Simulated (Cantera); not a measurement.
Source: NASA polynomial tables (part measured, part estimated), evaluated in Cantera. Values are per mole of reaction as written; species without (g) are pure solids or liquids, kept so even where they would boil at 1 bar.

Q: Between 400 and 900 K, where is each reaction favourable under standard conditions?
- 2 C2H4(g) + FeS2 → C3H8(g) + Fe + CS2(g)

A: 
- 2 C2H4(g) + FeS2 → C3H8(g) + Fe + CS2(g): ΔG° is 61 kJ at 400 K and 40 kJ at 900 K; it stays positive (K < 1). ΔH° is 79 kJ and ΔS° 43 J/K at 900 K.
